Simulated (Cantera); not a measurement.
What does this Cantera script print?

```python
import numpy as np
import cantera as ct

gas = ct.Solution("h2o2.yaml")
gas.TPX = 573, 100000, {'H2': 1, 'O2': 0.25, 'N2': 0.94}
flame = ct.FreeFlame(gas, width=0.04)
flame.set_refine_criteria(ratio=3, slope=0.08, curve=0.16)
flame.transport_model = "mixture-averaged"
flame.solve(loglevel=0, auto=True)
z, T = flame.grid, flame.T
thick = (T[-1] - T[0]) / np.gradient(T, z).max()
show = ['H2', 'O2', 'OH', 'H2O2', 'H2O', 'H']
print(f"laminar burning velocity  {flame.velocity[0] * 100:.3f} cm/s")
print(f"burnt temperature         {T[-1]:.1f} K")
print(f"thermal thickness         {thick * 1e3:.4f} mm")
print(f"grid points               {len(z)}")
z0 = z[flame.heat_release_rate.argmax()]
print(f"{'z/mm':>9s}{'T/K':>9s}{'u/(m/s)':>9s}" + "".join(f"{s:>11s}" for s in show))
rows = []
for k in (-3, -2, -1.5, -1, -0.5, -0.25, 0, 0.25, 0.5, 1, 2, 4, 8):
    zz = z0 + k * thick
    rows.append([k * thick, np.interp(zz, z, T), np.interp(zz, z, flame.velocity),
                 *(np.interp(zz, z, flame.X[gas.species_index(s)]) for s in show)])
    print(f"{rows[-1][0] * 1e3:9.3f}{rows[-1][1]:9.1f}{rows[-1][2]:9.3f}" + "".join(f"{x:11.3e}" for x in rows[-1][3:]))
```

Result:

```
laminar burning velocity  835.281 cm/s
burnt temperature         2271.3 K
thermal thickness         0.4466 mm
grid points               133
     z/mm      T/K  u/(m/s)         H2         O2         OH       H2O2        H2O          H
   -1.340    573.0    8.353  4.566e-01  1.142e-01  5.595e-19 -1.160e-18  8.690e-15  2.016e-17
   -0.893    573.0    8.353  4.566e-01  1.142e-01  1.542e-15  1.135e-14  5.623e-12  3.210e-13
   -0.670    573.0    8.353  4.566e-01  1.142e-01  1.181e-13  7.093e-13  2.577e-10  5.552e-11
   -0.447    573.0    8.353  4.566e-01  1.142e-01  1.796e-10  5.631e-10  1.097e-07  6.748e-08
   -0.223    597.3    8.666  4.529e-01  1.140e-01  8.400e-05  4.043e-06  1.110e-03  3.308e-04
   -0.112    821.5   11.659  4.201e-01  1.076e-01  6.370e-04  9.690e-06  2.080e-02  9.445e-03
    0.000   1228.4   16.948  3.163e-01  6.892e-02  2.293e-03  1.934e-06  1.043e-01  5.265e-02
    0.112   1502.2   20.540  2.253e-01  1.725e-02  4.238e-03  1.021e-06  2.035e-01  8.913e-02
    0.223   1619.5   22.017  2.060e-01  3.332e-03  4.653e-03  6.321e-07  2.320e-01  9.177e-02
    0.447   1732.8   23.380  2.102e-01  8.487e-04  5.084e-03  4.110e-07  2.387e-01  7.993e-02
    0.893   1852.0   24.769  2.198e-01  5.573e-04  5.188e-03  2.394e-07  2.417e-01  6.380e-02
    1.786   1968.5   26.090  2.293e-01  3.431e-04  4.784e-03  1.272e-07  2.452e-01  4.765e-02
    3.573   2070.6   27.218  2.375e-01  1.803e-04  3.940e-03  6.486e-08  2.488e-01  3.328e-02
```

Computed with Cantera and the H2/O2 subset of GRI-Mech 3.0, which has no nitrogen chemistry. Burning velocities carry a grid error of a few per cent, more on coarse grids.
